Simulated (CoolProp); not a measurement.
Toluene along the isobar 0.957 MPa: Z from the reference equation and from simpler models built on Tc = 591.7 K, pc = 4.126 MPa, ω = 0.266; each cubic takes its own stable root.

Computed with CoolProp (reference Helmholtz-energy equation of state, Lemmon 2006). It is a short technical equation, of lower accuracy than the large ones.

```json
[
 {"T (K)": "294.9", "phase": "liquid", "reference": "0.04153", "van der Waals": "0.07070", "Redlich-Kwong": "0.04769", "Soave-Redlich-Kwong": "0.04668", "Peng-Robinson": "0.04151"},
 {"T (K)": "302.3", "phase": "liquid", "reference": "?", "van der Waals": "0.06945", "Redlich-Kwong": "0.04688", "Soave-Redlich-Kwong": "0.04584", "Peng-Robinson": "0.04075"},
 {"T (K)": "309.8", "phase": "liquid", "reference": "0.04018", "van der Waals": "?", "Redlich-Kwong": "0.04612", "Soave-Redlich-Kwong": "0.04504", "Peng-Robinson": "0.04002"},
 {"T (K)": "317.2", "phase": "liquid", "reference": "0.03956", "van der Waals": "0.06715", "Redlich-Kwong": "0.04541", "Soave-Redlich-Kwong": "0.04430", "Peng-Robinson": "0.03935"},
 {"T (K)": "324.6", "phase": "liquid", "reference": "0.03898", "van der Waals": "0.06611", "Redlich-Kwong": "0.04475", "Soave-Redlich-Kwong": "0.04360", "Peng-Robinson": "0.03871"},
 {"T (K)": "332", "phase": "liquid", "reference": "0.03843", "van der Waals": "0.06514", "Redlich-Kwong": "0.04414", "Soave-Redlich-Kwong": "0.04295", "Peng-Robinson": "?"},
 {"T (K)": "339.5", "phase": "liquid", "reference": "0.03791", "van der Waals": "0.06421", "Redlich-Kwong": "0.04356", "Soave-Redlich-Kwong": "0.04234", "Peng-Robinson": "0.03756"},
 {"T (K)": "346.9", "phase": "liquid", "reference": "0.03742", "van der Waals": "0.06335", "Redlich-Kwong": "?", "Soave-Redlich-Kwong": "0.04177", "Peng-Robinson": "0.03704"},
 {"T (K)": "354.3", "phase": "liquid", "reference": "0.03697", "van der Waals": "0.06255", "Redlich-Kwong": "0.04254", "Soave-Redlich-Kwong": "0.04124", "Peng-Robinson": "0.03656"},
 {"T (K)": "361.7", "phase": "liquid", "reference": "0.03654", "van der Waals": "0.06181", "Redlich-Kwong": "0.04208", "Soave-Redlich-Kwong": "0.04075", "Peng-Robinson": "0.03611"},
 {"T (K)": "369.2", "phase": "liquid", "reference": "?", "van der Waals": "0.06110", "Redlich-Kwong": "?", "Soave-Redlich-Kwong": "0.04029", "Peng-Robinson": "?"}
]
```

Q: Complete the blanks.

A: 
- 302.3, reference: 0.04084
- 309.8, van der Waals: 0.06826
- 332, Peng-Robinson: 0.03812
- 346.9, Redlich-Kwong: 0.04303
- 369.2, reference: 0.03613
- 369.2, Redlich-Kwong: 0.04166
- 369.2, Peng-Robinson: 0.03569
